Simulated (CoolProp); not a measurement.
Properties of acetone along the isotherm 550 K.

The numbers come from the reference Helmholtz-energy equation of state, Lemmon 2006 in CoolProp. It is a short technical equation, of lower accuracy than the large ones.

```tsv
p (kPa)	phase	density (kg/m³)	Joule-Thomson coefficient (K/MPa)	isothermal compressibility (1/MPa)	fugacity coefficient
3910	gas	68.67	10.30	0.3674	0.7699
7820	supercritical	280.9	7.258	0.2970	0.5692
11700	supercritical	422.9	1.701	0.03971	0.4351
15600	supercritical	470.1	0.8304	…	0.3644
19600	supercritical	500.2	0.4752	0.01263	0.3220
23500	supercritical	521.9	0.2854	0.009438	0.2959
27400	supercritical	539.3	0.1634	…	0.2786
31300	supercritical	554.0	0.07789	0.006277	0.2670
35200	supercritical	566.6	0.01436	0.005380	0.2594
39100	supercritical	…	-0.03480	0.004709	…
43000	supercritical	588.0	…	0.004188	0.2520
46900	supercritical	597.1	-0.1061	0.003772	0.2512
```

**Question.** Some entries are withheld; supply them.

**Answer.** 
- 15600, isothermal compressibility (1/MPa): 0.01934
- 27400, isothermal compressibility (1/MPa): 0.007538
- 39100, density (kg/m³): 577.9
- 39100, fugacity coefficient: 0.2546
- 43000, Joule-Thomson coefficient (K/MPa): -0.07402
